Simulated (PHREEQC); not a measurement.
A solution holds 0.0039 mol NaH2PO4, 0.098 mol Na2SO4 and 0.13 mol NaCl per kg of water, at 25 °C. Closed to the air; pH follows from the charge balance.

Computed with PHREEQC (ion-association model, wateq4f.dat).

Each row changes one thing in this solution. This is a speciation only: nothing precipitates in the calculation.

```json
[
 {"case": "as made", "pH": "4.85", "ionic strength (mol/kgw)": "0.377", "Na+ (mol/kgw)": "0.304", "SI of Halite (NaCl)": "-3.31"},
 {"case": "0.17 mol/kgw NH4HSO4 added", "pH": "[?]", "ionic strength (mol/kgw)": "0.586", "Na+ (mol/kgw)": "0.302", "SI of Halite (NaCl)": "-3.34"},
 {"case": "Na2SO4 left out", "pH": "4.72", "ionic strength (mol/kgw)": "0.134", "Na+ (mol/kgw)": "0.134", "SI of Halite (NaCl)": "-3.59"},
 {"case": "NaCl from 0.13 to 0.143 mol/kgw", "pH": "[?]", "ionic strength (mol/kgw)": "0.389", "Na+ (mol/kgw)": "0.317", "SI of Halite (NaCl)": "-3.25"},
 {"case": "diluted 2-fold with water", "pH": "4.99", "ionic strength (mol/kgw)": "0.196", "Na+ (mol/kgw)": "[?]", "SI of Halite (NaCl)": "-3.85"},
 {"case": "Na2SO4 replaced by Na2HAsO4 at the same molality", "pH": "8.13", "ionic strength (mol/kgw)": "0.427", "Na+ (mol/kgw)": "0.329", "SI of Halite (NaCl)": "-3.28"},
 {"case": "NaH2PO4 left out", "pH": "7.19", "ionic strength (mol/kgw)": "0.373", "Na+ (mol/kgw)": "0.300", "SI of Halite (NaCl)": "-3.31"}
]
```

Problem. What belongs in the gaps?

Solution. 
- 0.17 mol/kgw NH4HSO4 added, pH: 1.38
- NaCl from 0.13 to 0.143 mol/kgw, pH: 4.84
- diluted 2-fold with water, Na+ (mol/kgw): 0.156

Species that the database lacks are ignored. H3PO4, which wateq4f.dat lacks, is added to it with the constant of phreeqc.dat.
